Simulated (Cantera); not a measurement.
## Equilibrium for roasting and sulfation: Fe2O3 + SO2 + O2

A closed system holds: 1 mol Fe2O3, 4.3 mol SO2, 7.8 mol O2, equilibrated at 0.580 bar.

Method: chemical equilibrium by Gibbs-energy minimisation in Cantera with the NASA 1993 tables (ideal gas, pure condensed phases). Candidate condensed phases: Fe, FeO, FeS, FeSO4, FeS2, Fe2O3, Fe2(SO4)3, Fe3O4, S; 12 gas species. The numbers say what is thermodynamically allowed, not how fast it happens.

| T (°C) | x O2 | x SO2 | x SO3 | x O | x SO | x FeO | x O3 | n Fe2(SO4)3(s) | n Fe2O3(s) | n Fe3O4(s) |
|---|---|---|---|---|---|---|---|---|---|---|
| 577 | 0.815 | 0.0170 | 0.168 | <1e-12 | <1e-12 | <1e-12 | <1e-12 | 1.00 | 0 | 0 |
| 677 | 0.748 | 0.0784 | 0.173 | 3.61e-11 | <1e-12 | <1e-12 | 1.98e-12 | 0.765 | 0.235 | 0 |
| 777 | 0.619 | 0.236 | 0.146 | 6.91e-10 | 4.26e-12 | <1e-12 | 8.32e-12 | 0 | 1.00 | 0 |
| 877 | 0.632 | 0.297 | 0.0706 | 8.68e-9 | 1.08e-10 | <1e-12 | 3.58e-11 | 0 | 1.00 | 0 |
| 977 | 0.638 | 0.327 | 0.0347 | 7.26e-8 | 1.49e-9 | <1e-12 | 1.21e-10 | 0 | 1.00 | 0 |
| 1077 | 0.641 | 0.340 | 0.0182 | 4.44e-7 | 1.33e-8 | <1e-12 | 3.38e-10 | 0 | 1.00 | 0 |
| 1177 | 0.643 | 0.347 | 0.0103 | 2.11e-6 | 8.66e-8 | 2.86e-12 | 8.23e-10 | 0 | 1.00 | 0 |
| 1277 | 0.644 | 0.350 | 0.00625 | 8.24e-6 | 4.40e-7 | 8.36e-11 | 1.78e-9 | 0 | 1.00 | 0 |
| 1377 | 0.644 | 0.352 | 0.00402 | 2.73e-5 | 1.83e-6 | 1.60e-9 | 3.53e-9 | 0 | 1.00 | 0 |
| 1477 | 0.649 | 0.348 | 0.00269 | 7.91e-5 | 6.32e-6 | 1.99e-8 | 6.54e-9 | 0 | 0 | 0.667 |
x: gas mole fraction; n: condensed amount in mol.

At 577 °C the condensed part is Fe2(SO4)3(s). At 677 °C the condensed part is Fe2O3(s) + Fe2(SO4)3(s). From 777 °C to 1377 °C the condensed part is Fe2O3(s). At 1477 °C the condensed part is Fe3O4(s).
